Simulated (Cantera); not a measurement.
Input: 1 mol SiC, 0.11 mol Si, 0.057 mol H₂, equilibrated at 2398 K and 0.00133 bar.

Equilibrium computed with Cantera from the NASA thermochemical tables; the gas is ideal and each condensed phase is pure. Candidate condensed phases: C, C₆H₆, C₇H₈, C₈H₁₈, Si, SiC; 87 gas species. Gases not in the tables: Si₂H₆ and higher silanes. The numbers say what is thermodynamically allowed, not how fast it happens.

Base state: Si 0.522, H₂ 0.192, H 0.189, Si₂C 0.0567, SiC₂ 0.0328, Si₂ 0.00387, SiH 0.00259, C₂H₂ (acetylene) 0.000437 (mole fractions); condensed: SiC(s).

### Question
What changes in the equilibrium state with this change: temperature from 2398 K to 2898 K?

### Answer
| species | before | after |
|---|---|---|
| Si | 0.522 | 0.550 |
| SiC₂ | 0.0328 | 0.290 |
| H | 0.189 | 0.0851 |
| H₂ | 0.192 | 0.000740 |
| C₃ | 1.34e-5 | 0.0508 |
| C | 1.66e-5 | 0.0122 |
| Si₂C | 0.0567 | 0.00364 |
| C₅ | 8.29e-9 | 0.000518 |
| C₄ | 3.12e-9 | 0.000111 |
| SiC(s), mol | 0.976 | 0 |
